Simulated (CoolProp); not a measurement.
Saturated liquid density (kg/m³) of fluoroethane (R161): the reference equation beside estimates from Tc = 102.1 °C, pc = 5010 kPa, ω = 0.216. Rackett uses Z = 0.29056 − 0.08775 ω.

Values from CoolProp's reference Helmholtz-energy equation of state, Wu 2012.

| T (°C) | reference | Rackett | van der Waals | Redlich-Kwong | Soave-Redlich-Kwong | Peng-Robinson |
|---|---|---|---|---|---|---|
| -74.75 | 868.1 | 813.1 | 497.7 | 737.5 | 750.9 | 845.7 |
| -58.15 | 846.2 | 789.7 | 484.3 | 715.0 | 730.7 | 824.1 |
| -41.65 | 823.5 | 765.4 | 470.1 | 690.7 | 708.5 | 800.2 |
| -25.05 | 799.4 | 739.8 | 454.9 | 664.0 | 683.8 | 773.5 |
| -8.55 | 773.5 | 712.7 | 438.5 | 635.1 | 656.5 | 743.6 |
| 7.95 | 744.8 | 683.8 | 420.7 | 603.3 | 625.9 | 709.6 |
| 24.55 | 712.0 | 652.1 | 400.9 | 567.7 | 590.9 | 670.5 |
| 41.05 | 674.2 | 617.3 | 378.8 | 528.0 | 550.8 | 625.1 |
| 57.65 | 628.7 | 577.2 | 353.2 | 481.9 | 503.2 | 570.5 |

Absolute difference from the reference over all 9 rows, mean and median: Rackett 7.6 and 7.9 %, van der Waals 43.3 and 43.3 %, Redlich-Kwong 18.4 and 17.9 %, Soave-Redlich-Kwong 15.8 and 15.1 %, Peng-Robinson 4.7 and 3.9 %.
